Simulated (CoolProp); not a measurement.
Vapour-liquid equilibrium of cyclopentane (1) + octamethylcyclotetrasiloxane (D4) (2) at 0.0399 MPa; x and y are mole fractions of (1).

The numbers come from the multi-fluid Helmholtz-energy mixture model, Gedanitz 2015 and Thol 2015; pair parameters Bell 2016 in CoolProp.

**Question.** Give the bubble temperature and the first vapour's composition at x = 0.05, 0.35, 0.95. Is there an azeotrope?

**Answer.** x = 0.05: 122.0 °C, y = 0.510; x = 0.35: 58.9 °C, y = 0.980; x = 0.95: 24.9 °C, y = 1.000. No azeotrope shows between x = 0.05 and 0.95.

Pair parameters are fitted to limited data, so mixtures are less certain than the pure fluids.
